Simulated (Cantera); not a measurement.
A closed system holds: 1 mol Pb, 17 mol H2, at 2.10 Torr.

Method: chemical equilibrium by Gibbs-energy minimisation in Cantera with the NASA 1993 tables (ideal gas, pure condensed phases). Candidate condensed phases: Pb; 4 gas species. The numbers say what is thermodynamically allowed, not how fast it happens.

x: gas mole fraction; n: condensed amount in mol.

```
T (K)   x H2        x Pb         x H       x Pb2  n Pb(s)  n Pb(l)
-----  -----  ----------  ----------  ----------  -------  -------
475     1.00      <1e-12      <1e-12      <1e-12     1.00        0
575     1.00    3.42e-10      <1e-12      <1e-12     1.00        0
675     1.00     1.21e-7      <1e-12      <1e-12        0    1.000
775    1.000     8.89e-6    1.87e-11      <1e-12        0    1.000
875    1.000    0.000241    9.48e-10    8.85e-11        0    0.996
975    0.997  (withheld)  (withheld)  (withheld)        0    0.944
1075   0.973      0.0271     2.74e-7     2.42e-7        0    0.526
1175   0.944      0.0556     2.25e-6     5.70e-7        0        0
1275   0.944      0.0556     1.35e-5     3.50e-7        0        0
1375   0.944      0.0556     6.29e-5     2.30e-7        0        0
1475   0.944      0.0555  (withheld)  (withheld)        0        0
1575   0.944      0.0555    0.000763     1.16e-7        0        0
```

Q: What belongs in the gaps?

A: 
- 1475, x H: 0.000238
- 1475, x Pb2: 1.60e-7
- 975, x Pb: 0.00327
- 975, x H: 2.16e-8
- 975, x Pb2: 7.02e-9
